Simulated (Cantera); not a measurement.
**Equilibrium for abatement and gas-phase synthesis: NH3 + H2O + N2**

A closed system holds: 1 mol NH3, 8.5 mol H2O, 11 mol N2, equilibrated at 0.0133 bar.

Method: chemical equilibrium by Gibbs-energy minimisation in Cantera with the NASA 1993 tables (ideal gas, pure condensed phases). Candidate condensed phases: H2O; 47 gas species. Ions and electrons are included (thermal ionisation). Rates play no part.

```
T (K)     x H   x N2     x H2O     x O       x N      x H2      x OH      x O2
-----  ------  -----  --------  ------  --------  --------  --------  --------
2500   0.0701  0.484     0.266  0.0166   1.76e-6     0.104    0.0372    0.0174
2750    0.198  0.410     0.121  0.0641   1.33e-5     0.112    0.0573    0.0278
3000    0.361  0.336    0.0249   0.136   6.99e-5    0.0697    0.0429    0.0193
3250    0.454  0.301   0.00267   0.183  0.000293    0.0266    0.0180   0.00716
3500    0.485  0.290  0.000257   0.201   0.00103   0.00900   0.00639   0.00221
3750    0.494  0.286   2.97e-5   0.207   0.00311   0.00324   0.00237  0.000720
4000    0.496  0.282   4.30e-6   0.208   0.00816   0.00129  0.000966  0.000261
4250    0.495  0.275   7.65e-7   0.208    0.0190  0.000566  0.000430  0.000105
4500    0.490  0.261   1.61e-7   0.207    0.0399  0.000268  0.000207   4.61e-5
4750    0.481  0.239   3.88e-8   0.203    0.0756  0.000134  0.000105   2.16e-5
5000    0.468  0.204   1.04e-8   0.198     0.130   7.05e-5   5.56e-5   1.07e-5
```
x: gas mole fraction; nothing condenses.

From 2500 K to 5000 K nothing is condensed.
